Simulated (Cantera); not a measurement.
A Cantera script and what it prints.

```python
import numpy as np
import cantera as ct

gas_names = [...]  # 139 gases of nasa_gas.yaml made of C, H, N, O, Ti
cond_names = """
    C(gr) C6H6(L) C7H8(L) C8H18(L),n-octa H2O(s) H2O(L) Ti(a) Ti(b) Ti(L) TiC(s) TiC(L) TiN(s) TiN(L)
    TiO(a) TiO(b) TiO(L) TiO2(ru) TiO2(L) Ti2O3(a) Ti2O3(b) Ti2O3(L) Ti3O5(a) Ti3O5(b) Ti3O5(L) Ti4O7(s)
    Ti4O7(L)
""".split()


# ... load() reads the species with a 1 bar reference pressure and builds the phases ...
atoms = {
    'Ti(OiPr)4': {'Ti': 1, 'C': 12, 'H': 28, 'O': 4},
    'N2': {'N': 2},
}
top_T = {'C(gr)': 4500}  # K; cautious upper limits of use, not melting points


# ... equilibrate(T, P, feed) seeds the gas with the atoms and calls Mixture.equilibrate('TP', solver="vcs", rtol=1e-11, max_steps=5000) ...
results = []
feed = {'Ti(OiPr)4': 1, 'N2': 3}  # mol
T = 1850  # K
P = 74000  # Pa
mix = equilibrate(T, P, feed)
results.append((T, P, feed, dict(zip(mix.species_names, mix.species_moles))))
x = sorted(zip(gas.X, gas.species_names), reverse=True)
print(f"T = {T:g} K  P = {P:g} Pa  gas = {mix.phase_moles(0):.4g} mol")
print("   x: " + "  ".join(f"{s} {v:.3e}" for v, s in x if v > 0.0001))
print("   condensed (mol): " + ("  ".join(f"{mix.phase(i).name} {mix.phase_moles(i):.4g}"
      for i in range(1, mix.n_phases) if mix.phase_moles(i) > 1e-12) or "none"))
```

It prints:

```
T = 1850 K  P = 74000 Pa  gas = 21 mol
   x: H2 6.645e-01  CO 1.904e-01  N2 1.416e-01  HCN 2.387e-03  H 5.105e-04  CH4 2.139e-04  C2H2,acetylene 1.738e-04  HNC 1.011e-04
   condensed (mol): C(gr) 6.936  TiC(s) 1
```

These are equilibrium values from Cantera (NASA tables, ideal gas, pure condensed phases), not measurements of a reactor. The feed counts by its element totals alone. TiC: taken at fixed stoichiometry.
